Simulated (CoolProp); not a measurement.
Computed with CoolProp (reference Helmholtz-energy equation of state, Lemmon 2006). It is a short technical equation, of lower accuracy than the large ones.

### Question
Give the vapour pressure (bar), liquid density (kg/m³), vapour Z, surface tension (mN/m) of saturated n-decane at 232.15, 240.85, 249.65 °C.

### Answer
```json
[
 {"T (°C)": "232.15", "p (bar)": "3.63", "liquid density (kg/m³)": "545", "vapour Z": "0.844", "surface tension (mN/m)": "6.08"},
 {"T (°C)": "240.85", "p (bar)": "4.27", "liquid density (kg/m³)": "535", "vapour Z": "0.825", "surface tension (mN/m)": "5.48"},
 {"T (°C)": "249.65", "p (bar)": "5.01", "liquid density (kg/m³)": "525", "vapour Z": "0.805", "surface tension (mN/m)": "4.88"}
]
```

Surface tension comes from a separate correlation (Mulero 2012).
